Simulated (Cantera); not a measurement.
An isothermal, constant-pressure homogeneous reactor starts with 28.7 % CH4, 54.6 % CO2, 16.7 % H2, at 1523 K and 240000 Pa.

Detailed kinetics in Cantera: GRI-Mech 3.0 (53 species, 325 reactions).

One state of this run: x CH4 = 0.0109; x CO2 = 0.0617; x H2 = 0.339; x H2O2 = <1e-12; x HO2 = <1e-12; x CH3 = 5.69e-6; x H = 8.71e-6. x: mole fraction; the columns are a selection and need not sum to one.

Question: Which value of t (s) does it belong to?
(A) 0.0141
(B) 51.1
(C) 1.00e-6
(D) 0.000235

Answer: B, 51.1
